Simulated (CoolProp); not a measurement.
A simple Rankine cycle with isobutene: condensing at 312.15 K, boiler at 2.32 MPa, turbine inlet 390.9 K, turbine efficiency 0.85, pump efficiency 0.6, no recuperator. Each further row changes one setting.

Model: reference Helmholtz-energy equation of state, Lemmon 2005, in CoolProp. It is a short technical equation, of lower accuracy than the large ones.

```tsv
case	thermal efficiency (%)	net work (kJ/kg)	heat in (kJ/kg)	turbine exit temperature (K)	volume ratio over the turbine
as stated	12.3	52.9	429	___	5.90
turbine inlet 410.9 K	12.5	60.2	483	354.8	5.52
condensing temperature 304.15 K	13.6	61.0	449	323.8	___
boiler pressure 1.62 MPa	___	47.2	459	349.2	3.70
turbine efficiency 0.75	10.7	46.0	429	334.0	5.99
```

What belongs in the gaps?


- as stated, turbine exit temperature (K): 330.3
- condensing temperature 304.15 K, volume ratio over the turbine: 7.36
- boiler pressure 1.62 MPa, thermal efficiency (%): 10.3
